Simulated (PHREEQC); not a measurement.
Na2SO4 is added in steps, without added water, to 1 kg of water holding 0.014 mol/kgw CaCl2, at 25 °C. O2 is buffered at 0.21 atm. CO2 from the air is kept out. Solids allowed: Gypsum, Portlandite, Halite, Mirabilite. Others were left out.

Base run: PHREEQC, ion-association model, wateq4f.dat. Each further column changes one thing. The table gives NaSO4- (mol/kgw).

```
Na2SO4 added (mol)      base  temperature from 25 to 75 °C  CaCl2 from 0.014 to 0.0014 mol/kgw  CaCl2 from 0.014 to 0.0154 mol/kgw  no solid may form
------------------  --------  ----------------------------  ----------------------------------  ----------------------------------  -----------------
0                          0                             0                                   0                                   0                  0
0.0126              0.000459                      0.000521                            0.000691                            0.000443           0.000459
0.0252               0.00171                       0.00195                             0.00221                             0.00165            0.00171
0.0378               0.00347                       0.00395                             0.00426                             0.00335            0.00353
0.0462               0.00490                       0.00557                             0.00585                             0.00476            0.00500
0.0588               0.00737                       0.00834                             0.00853                             0.00720            0.00751
0.0714                0.0102                        0.0115                              0.0115                             0.00998             0.0103
0.084                 0.0133                        0.0149                              0.0147                              0.0130             0.0135
```

 Constants without temperature data keep their 25 °C values here. In at least one series the solution becomes supersaturated in solids that the run did not let form, among them Gypsum.
